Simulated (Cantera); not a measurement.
## Ti(OiPr)4 + CH4 + H2 + O2 (titanium nitride, carbide and oxide coatings)

Input: 1 mol Ti(OiPr)4, 0.94 mol CH4, a varied amount of H2, 10 mol O2, equilibrated at 0.100 bar.

Equilibrium computed with Cantera from the NASA thermochemical tables; the gas is ideal and each condensed phase is pure. Candidate condensed phases: C, C6H6, C7H8, C8H18, H2O, Ti, TiC, TiO, TiO2, Ti2O3, Ti3O5, Ti4O7; 113 gas species. The feed counts by its element totals alone. Condensed phases not in the tables: Magnéli phases beyond Ti4O7. The numbers say what is thermodynamically allowed, not how fast it happens.

Question: Map the stable condensed phases over T = 1323, 1398, 1473, 1548, 1623, 1698, 1773, 1848, 1923, 1998, 2073 K and n(H2) in mol = 39, 51, 68, 89, 120, 150, 200, 260, 350.

Answer: 
```
T in K \ n(H2) in mol
          39  51  68  89 120 150 200 260 350
   2073    A   A   A   A   A   A   A   A   B
   1998    A   A   A   A   A   A   B   B   B
   1923    A   A   A   A   B   B   B   B   B
   1848    C   C   A   A   A   A   B   B   B
   1773    C   C   C   C   A   A   A   A   B
   1698    C   C   C   C   C   A   A   A   A
   1623    C   C   C   C   C   C   C   A   A
   1548    C   C   C   C   C   C   C   C   C
   1473    C   C   C   C   C   C   C   C   C
   1398    C   C   C   C   C   C   C   C   C
   1323    C   C   C   C   C   C   C   C   C
```
A: Ti4O7; B: Ti3O5; C: TiO2.
